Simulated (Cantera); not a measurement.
Input (Python, Cantera):

```python
import numpy as np
import cantera as ct

gas = ct.Solution("gri30.yaml")
gas.TPX = 1400, 1000000, {'CH4': 1, 'H2O': 1.4}
reactor = ct.IdealGasConstPressureReactor(gas, energy="off", clone=False)
net = ct.ReactorNet([reactor])
net.rtol, net.atol = 1e-08, 1e-18
show = ['CH4', 'H2O', 'H2O2', 'CH2', 'CO']
times = np.geomspace(0.0001, 7, 15)

steps = ct.SolutionArray(gas, extra=["t"])
rows = []
print(f"{'t/s':>10s}{'T/K':>9s}{'P/Pa':>11s}" + "".join(f"{s:>11s}" for s in show))
for t in times:
    while net.time < t:
        t_next = net.step()
        steps.append(gas.state, t=t_next)
    rows.append([np.interp(t, steps.t, y) for y in (steps.T, steps.P, *steps(*show).X.T)])
    print(f"{t:10.3e}{rows[-1][0]:9.1f}{rows[-1][1]:11.4g}" + "".join(f"{x:11.3e}" for x in rows[-1][2:]))
rate = np.gradient(steps.T, steps.t)
print("integrator steps:", len(steps.t))
if steps.T.max() > steps.T[0] + 200:
    print(f"time of steepest temperature rise: {steps.t[rate.argmax()]:.4e} s")
gas.TPX = 1400, 1000000, {'CH4': 1, 'H2O': 1.4}
gas.equilibrate("TP")
print(f"equilibrium (TP): T = {gas.T:.1f} K  " + "  ".join(f"{s} {gas[s].X[0]:.3e}" for s in show))
```

Output:

```
       t/s      T/K       P/Pa        CH4        H2O       H2O2        CH2         CO
 1.000e-04   1400.0      1e+06  4.166e-01  5.833e-01  2.002e-14  1.347e-11  2.772e-11
 2.219e-04   1400.0      1e+06  4.166e-01  5.833e-01  2.276e-14  1.528e-11  3.054e-10
 4.922e-04   1400.0      1e+06  4.165e-01  5.833e-01  2.438e-14  1.640e-11  2.249e-09
 1.092e-03   1400.0      1e+06  4.164e-01  5.833e-01  2.780e-14  1.878e-11  1.524e-08
 2.423e-03   1400.0      1e+06  4.160e-01  5.833e-01  3.473e-14  2.364e-11  1.103e-07
 5.375e-03   1400.0      1e+06  4.150e-01  5.832e-01  4.680e-14  3.219e-11  8.575e-07
 1.193e-02   1400.0      1e+06  4.128e-01  5.828e-01  6.068e-14  4.226e-11  5.835e-06
 2.646e-02   1400.0      1e+06  4.074e-01  5.812e-01  6.550e-14  4.741e-11  2.624e-05
 5.870e-02   1400.0      1e+06  3.955e-01  5.771e-01  6.134e-14  5.650e-11  8.235e-05
 1.302e-01   1400.0      1e+06  3.716e-01  5.679e-01  5.501e-14  8.373e-11  2.548e-04
 2.889e-01   1400.0      1e+06  3.309e-01  5.528e-01  5.402e-14  1.185e-10  8.108e-04
 6.410e-01   1400.0      1e+06  2.799e-01  5.337e-01  7.352e-14  1.570e-10  2.374e-03
 1.422e+00   1400.0      1e+06  2.606e-01  5.167e-01  8.493e-14  1.583e-10  5.578e-03
 3.155e+00   1400.0      1e+06  2.647e-01  4.948e-01  7.121e-14  1.228e-10  1.029e-02
 7.000e+00   1400.0      1e+06  2.672e-01  4.618e-01  5.344e-14  8.322e-11  1.850e-02
integrator steps: 1236
equilibrium (TP): T = 1400.0 K  CH4 1.377e-03  H2O 8.094e-02  H2O2 4.821e-16  CH2 6.892e-14  CO 2.149e-01
```

Detailed kinetics in Cantera: GRI-Mech 3.0 (53 species, 325 reactions).
